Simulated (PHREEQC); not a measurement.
A PHREEQC speciation (ion-association model, phreeqc.dat) at 25 °C gives pH 5.80 and these molalities:

| species | mol/kgw |
|---|---|
| K+ | 0.325 |
| SO4-2 | 0.140 |
| KSO4- | 0.0555 |
| ZnSO4 | 0.0435 |
| Zn+2 | 0.0410 |
| Zn(SO4)2-2 | 0.0355 |

### Question
What are the element totals, and what could have been dissolved in 1 kg of water to give them?

### Answer
Several could match; the one computed here: totals K 0.380, S(6) 0.310, Zn 0.120 mol/kgw, from 190 mmol/kgw K2SO4 and 120 mmol/kgw ZnSO4.

No solid was allowed to form.
